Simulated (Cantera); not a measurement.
A closed system holds: 1 mol Si3N4, 27 mol Cl2, 7.4 mol N2, at 13300 Pa.

Method: chemical equilibrium by Gibbs-energy minimisation in Cantera with the NASA 1993 tables (ideal gas, pure condensed phases). Candidate condensed phases: Si, Si3N4; 13 gas species. Rates play no part. All values below are at 1100 K.

Base state: Cl2 0.626, N2 0.281, SiCl4 0.0897, Cl 0.00328 (mole fractions); condensed: gas only.

**Question.** What changes in the equilibrium state with this change: pressure from 13300 Pa to 1330 Pa?

**Answer.** 
```tsv
species	before	after
Cl2	0.626	0.620
N2	0.281	0.280
SiCl4	0.0897	0.0894
Cl	0.00328	0.0103
```
